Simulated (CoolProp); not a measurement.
Vapour-liquid equilibrium of cyclohexane (1) + o-xylene (2) at 67.05 °C; x and y are mole fractions of (1).

Values from CoolProp's multi-fluid Helmholtz-energy mixture model, Zhou 2014 and Zhou 2012; pair parameters Bell 2016.

```csv
x,bubble pressure (kPa),y at the bubble point,dew pressure at overall composition x (kPa),liquid density (mol/L)
0.05,11.89,0.403,7.806,7.948
0.125,18.10,0.635,8.423,8.000
0.2,23.74,0.742,9.144,8.054
0.275,28.87,0.804,10.00,8.108
0.35,33.52,0.845,11.03,8.163
0.425,37.78,0.875,12.30,8.219
0.5,41.72,0.898,13.89,8.277
0.575,45.41,0.917,15.95,8.336
0.65,48.96,0.933,18.72,8.397
0.725,52.44,0.948,22.61,8.459
0.8,55.93,0.962,28.44,8.524
0.875,59.51,0.976,37.79,8.592
0.95,63.27,0.990,53.02,8.663
```

No azeotrope shows between x = 0.05 and 0.95.

The pair parameters rest on a limited set of measurements; away from them the model extrapolates.
